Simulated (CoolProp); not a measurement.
Properties of octamethyltrisiloxane (MDM) along the isobar 0.101 MPa.

Model: reference Helmholtz-energy equation of state, Thol 2017, in CoolProp.

```tsv
T (°C)	phase	cp (kJ/(kg K))	Joule-Thomson coefficient (K/MPa)
-70.05	liquid	1.639	-0.5248
-65.85	liquid	1.641	-0.5229
-61.55	liquid	1.644	___
-57.35	liquid	1.647	-0.5185
-53.15	liquid	___	___
-48.85	liquid	___	-0.5131
-44.65	liquid	1.659	-0.5102
-40.35	liquid	1.664	-0.5070
-36.15	liquid	___	-0.5037
-31.95	liquid	___	-0.5001
-27.65	liquid	1.682	-0.4963
-23.45	liquid	1.688	-0.4924
-19.15	liquid	1.695	-0.4883
-14.95	liquid	1.702	-0.4840
```

Question: Some entries are withheld; supply them.

Answer: 
- -61.55, Joule-Thomson coefficient (K/MPa): -0.5208
- -53.15, cp (kJ/(kg K)): 1.651
- -53.15, Joule-Thomson coefficient (K/MPa): -0.5159
- -48.85, cp (kJ/(kg K)): 1.655
- -36.15, cp (kJ/(kg K)): 1.670
- -31.95, cp (kJ/(kg K)): 1.675
